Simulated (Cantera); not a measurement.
Charge: 1 mol SiH₄, 0.75 mol C₃H₈, 1300 mol H₂, equilibrated at 2300 K.

Method: chemical equilibrium by Gibbs-energy minimisation in Cantera with the NASA 1993 tables (ideal gas, pure condensed phases). Candidate condensed phases: C, C₆H₆, C₇H₈, C₈H₁₈, Si, SiC; 87 gas species. Gases not in the tables: Si₂H₆ and higher silanes. The numbers say what is thermodynamically allowed, not how fast it happens.

**Question.** At 7500 Pa, list the 7 most abundant gas species with their mole fractions, and the condensed phases.

**Answer.** H₂ 0.964, H 0.0347, C₂H₂ (acetylene) 0.000817, Si 0.000633, SiH 6.25e-5, SiH₂ 2.29e-5, SiC₂ 1.71e-5. Condensed: gas only.
